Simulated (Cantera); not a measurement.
Input: 1 mol Si3N4, 1.6 mol N2O, 4.5 mol N2, 0.16 mol CO2, held at 1175 °C and 3.80 Pa.

Equilibrium computed with Cantera from the NASA thermochemical tables; the gas is ideal and each condensed phase is pure. Candidate condensed phases: C, Si, SiC, SiO2, Si2N2O, Si3N4; 34 gas species. Equilibrium is a limit: real reactors are often held back by kinetics, nucleation or transport.

Base state: N2 0.910, SiO 0.0690, CO 0.0212 (mole fractions); condensed: Si2N2O(s).

### Question
What changes in the equilibrium state with this change: temperature from 1175 °C to 877 °C?

### Answer
```json
[
 {"species": "N2", "before": "0.910", "after": "0.977"},
 {"species": "CO", "before": "0.0212", "after": "0.0234"},
 {"species": "SiO", "before": "0.0690", "after": "7.84e-6"},
 {"species": "Si2N2O(s), mol", "before": "1.24", "after": "1.41"},
 {"species": "SiO2(β-quartz), mol", "before": "0", "after": "0.173"}
]
```
Mutual solubility and eutectic melting of coexisting phases are not modelled. The tables hold silica as quartz up to 1696 K and as liquid above; real silica turns to tridymite and cristobalite and melts near 1996 K.

### Question
What changes in the equilibrium state with this change: temperature from 1175 °C to 1552 °C?

### Answer
```tsv
species	before	after
N2	0.910	0.721
SiO	0.0690	0.157
Si	3.29e-6	0.106
CO	0.0212	0.0135
Si2C	<1e-9	0.000708
Si2	<1e-9	0.000609
Si2N	1.87e-9	0.000316
Si2N2O(s), mol	1.24	0
```
The tables' values for SiN are old estimates; treat these amounts as uncertain.
